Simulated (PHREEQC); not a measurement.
0.75 g of hydrous ferric oxide (600 m²/g; 0.2 weak and 0.005 strong sites per Fe, Dzombak-Morel constants, diffuse double layer) in 1 kg of water with 0.01 mol/kgw of an inert sodium salt, at 25 °C; the pH is set by adding NaOH or the inert anion's acid. Oxygen alone is held at its pressure in air (log pO2 = -0.68). No CO2 enters from the air. No solid was allowed to form.

Equilibrium calculation in PHREEQC: ion-association model, wateq4f.dat.

```csv
pH,surface charge σ (C/m²),surface potential ψ (mV)
3,0.326,202
3.67,0.258,192
4.33,0.180,175
5,0.114,152
5.67,0.067,125
6.33,0.036,95
7,0.017,61
7.67,0.006,24
8.33,-0.003,-12
9,-0.013,-49
9.67,-0.029,-84
10.33,-0.055,-115
11,-0.100,-143
```

Species that the database lacks are ignored. The oxide is taken as insoluble; below pH 4 it would dissolve.
